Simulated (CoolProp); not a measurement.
Vapour-liquid equilibrium of R22 (1) + R11 (2) at 31.05 °C; x and y are mole fractions of (1).

Model: multi-fluid Helmholtz-energy mixture model, Kamei 1995 and Jacobsen 1992; pair parameters Bell 2016, in CoolProp.

```csv
x,"bubble pressure, mixture model (kPa)","bubble pressure, Raoult's law (kPa)","y, mixture model","y, Raoult's law"
0.05,208.8,185.2,0.390,0.331
0.15,?,294.6,0.654,0.624
0.25,468.3,404.1,0.760,0.758
0.35,575.4,513.5,?,0.835
0.45,?,622.9,0.859,0.885
0.55,?,732.4,?,0.920
0.65,861.0,841.8,0.917,0.946
0.75,956.5,951.2,0.941,0.966
0.85,1057,1061,0.964,0.982
0.95,1166,1170,0.988,0.994
```

Problem. Some entries are withheld; supply them.

Solution. 
- 0.15, bubble pressure, mixture model (kPa): 347.9
- 0.35, y, mixture model: 0.819
- 0.45, bubble pressure, mixture model (kPa): 673.9
- 0.55, bubble pressure, mixture model (kPa): 768.0
- 0.55, y, mixture model: 0.891

The largest gap from Raoult's law is +18.1 % in bubble pressure, at x = 0.15. No azeotrope shows between x = 0.05 and 0.95.

Pair parameters are fitted to limited data, so mixtures are less certain than the pure fluids.
